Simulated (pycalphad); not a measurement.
Computed with pycalphad from the COST 507 light-alloy database (1999), at 1 atm. These are 1990s assessments: newer ones move some temperatures and phases. Amounts are mole fractions of atoms. Kinetics are ignored, which matters at the lower temperatures.

Question: Give the equilibrium state of Al-6.08Si-0.53Mg (at.%) at 370 K.

Answer: 
```
T = 370.00 K, P = 101325 Pa, N = 1 mol of atoms
G = -10627 J/mol, H = 1596 J/mol, S = 33.04 J/(mol K)  (SER reference)
chemical potentials (J/mol): Al -10669, Si -7125, Mg -43395
phase             fraction      x(Al)      x(Si)      x(Mg)
FCC_A1              0.9339     1.0000    2.3e-06   3.07e-06
DIAMOND_A4          0.0581      1e-14     1.0000       none
MG2SI               0.0079       none     0.3333     0.6667
```

Question: Give the equilibrium state of Al-6.08Si-0.53Mg (at.%) at 850 K.

Answer: 
```
T = 850.00 K, P = 101325 Pa, N = 1 mol of atoms
G = -32768 J/mol, H = 21965 J/mol, S = 64.39 J/(mol K)  (SER reference)
chemical potentials (J/mol): Al -33080, Si -24141, Mg -76887
phase             fraction      x(Al)      x(Si)      x(Mg)
FCC_A1              0.5476     0.9847     0.0138     0.0015
LIQUID              0.4524     0.8724     0.1177     0.0099
```

Database names, with the compositions (at.%) that they take in these runs: MG2SI: Mg 67 Si 33. FCC_A1 is fcc; DIAMOND_A4 is diamond (Si). An entry "none" or "no" means that the model of the phase leaves that element out.
